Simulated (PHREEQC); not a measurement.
Solution (30 °C): 6.9 mmol/kgw HF and 9.4 mmol/kgw ZnSO4. Closed to the air; pH follows from the charge balance.

The numbers come from PHREEQC with the ion-association model, phreeqc.dat.

The ionic strength comes out as 0.0273 mol/kgw. What activity coefficients do F-, SO4-2, Zn(SO4)2-2, Zn+2, H+ get?

F- 0.85, SO4-2 0.54, Zn(SO4)2-2 0.53, Zn+2 0.54, H+ 0.88.

Precipitation was switched off in this run. Complexes and solids missing from the database can't appear.
